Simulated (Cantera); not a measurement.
A perfectly stirred reactor is fed with 31.9 % H₂, 21.3 % O₂, 46.8 % N₂, equivalence ratio 0.75, at 0.132 atm; it is held at 1375 K, and followed from long to short residence time.

Detailed kinetics in Cantera: GRI-Mech 3.0 (53 species, 325 reactions). The temperature is held fixed by assumption; the heat of reaction is taken as removed at once.

x: mole fraction; the columns are a selection and need not sum to one.

```csv
τ (s),x H₂,x O₂,x NO₂,x OH,x O
2.4,0.000369,0.0632,1.20e-9,0.000869,0.000105
1.3,0.000556,0.0632,8.93e-10,0.00107,0.000160
0.67,(withheld),0.0632,6.72e-10,(withheld),(withheld)
0.35,0.00133,0.0633,5.46e-10,0.00166,0.000389
0.18,0.00206,0.0635,4.78e-10,0.00208,0.000609
0.095,0.00311,0.0638,4.46e-10,0.00257,0.000933
0.050,0.00467,0.0643,4.33e-10,0.00317,0.00143
0.026,0.00697,0.0651,4.31e-10,0.00391,0.00219
0.014,0.0100,0.0663,4.33e-10,0.00475,0.00325
0.0071,(withheld),0.0683,4.38e-10,(withheld),(withheld)
0.0037,0.0202,0.0710,4.37e-10,0.00699,0.00736
```

Complete the blanks.


- 0.67, x H₂: 0.000866
- 0.67, x OH: 0.00134
- 0.67, x O: 0.000251
- 0.0071, x H₂: 0.0146
- 0.0071, x OH: 0.00583
- 0.0071, x O: 0.00497
